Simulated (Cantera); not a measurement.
Input: 1 mol HF, 0.43 mol O2, 4.5 mol H2, at 0.0190 bar.

These are equilibrium values from Cantera (NASA tables, ideal gas, pure condensed phases), not measurements of a reactor. Candidate condensed phases: H2O; 22 gas species. Kinetics and transport are ignored. All values below are at 1123 K.

Base state: H2 0.662, HF 0.182, H2O 0.156 (mole fractions); condensed: gas only.

Problem. What changes in the equilibrium state with this change: 0.094 mol NH3 added?

Solution. 
```json
[
 {"species": "H2", "before": "0.662", "after": "0.665"},
 {"species": "HF", "before": "0.182", "after": "0.176"},
 {"species": "H2O", "before": "0.156", "after": "0.151"},
 {"species": "N2", "before": "0", "after": "0.00826"}
]
```
